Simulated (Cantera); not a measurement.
SiH2Cl2 + H2O (silicon oxide and oxynitride deposition)

Feed: 1 mol SiH2Cl2, 3.1 mol H2O, held at 750 Torr.

Equilibrium computed with Cantera from the NASA thermochemical tables; the gas is ideal and each condensed phase is pure. Candidate condensed phases: H2O, Si, SiO2; 30 gas species. The tables hold silica as quartz up to 1696 K and as liquid above; real silica turns to tridymite and cristobalite and melts near 1996 K. Gases not in the tables: Si(OH)4. Kinetics and transport are ignored.

```tsv
T (K)	x HCl	x H2	x H2O	x H	x Cl	x SiO	x OH	x Cl2	n SiO2(α-quartz)	n SiO2(β-quartz)	n SiO2(condensed)	n SiO2(l)
698	0.392	0.392	0.216	<1e-12	<1e-12	<1e-12	<1e-12	<1e-12	1.00	0	0	0
898	0.392	0.392	0.216	6.85e-11	6.70e-11	<1e-12	<1e-12	<1e-12	0	1.00	0	0
1098	0.392	0.392	0.216	1.55e-8	1.39e-8	<1e-12	3.75e-11	8.82e-11	0	1.00	0	0
1298	0.392	0.392	0.216	6.71e-7	5.66e-7	3.54e-12	4.78e-9	2.16e-9	0	1.00	0	0
1498	0.392	0.392	0.216	1.08e-5	8.68e-6	2.94e-9	1.68e-7	2.27e-8	0	1.00	0	0
1698	0.392	0.392	0.216	9.05e-5	7.04e-5	4.81e-7	2.56e-6	1.37e-7	0	0	1.000	0
1898	0.392	0.392	0.216	0.000489	0.000369	2.43e-5	2.20e-5	5.69e-7	0	0	1.000	0
2098	0.390	0.391	0.216	0.00192	0.00141	0.000559	0.000126	1.79e-6	0	0	0	0.997
```
x: gas mole fraction; n: condensed amount in mol.

At 698 K the condensed part is SiO2(α-quartz). From 898 K to 1498 K the condensed part is SiO2(β-quartz). From 1698 K to 1898 K the condensed part is SiO2(condensed). At 2098 K the condensed part is SiO2(l).
